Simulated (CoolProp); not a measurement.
Dimethyl carbonate at 543.63 K and 5.78 MPa is throttled through a valve to 3.62 MPa with no heat exchange. Each further row changes one setting.

Values from CoolProp's reference Helmholtz-energy equation of state, Zhou 2011.

```json
[
 {"case": "as stated", "temperature change (K)": "-7.8", "final phase": "two-phase, vapour fraction 0.084", "final density (kg/m³)": "…"},
 {"case": "outlet pressure 1.09 MPa", "temperature change (K)": "…", "final phase": "two-phase, vapour fraction 0.702", "final density (kg/m³)": "…"},
 {"case": "outlet pressure 4.71 MPa", "temperature change (K)": "…", "final phase": "liquid", "final density (kg/m³)": "…"}
]
```

Task: Some entries are withheld; supply them.

Result: 
- as stated, final density (kg/m³): 471
- outlet pressure 1.09 MPa, temperature change (K): -82.2
- outlet pressure 1.09 MPa, final density (kg/m³): 42.9
- outlet pressure 4.71 MPa, temperature change (K): -1.7
- outlet pressure 4.71 MPa, final density (kg/m³): 616
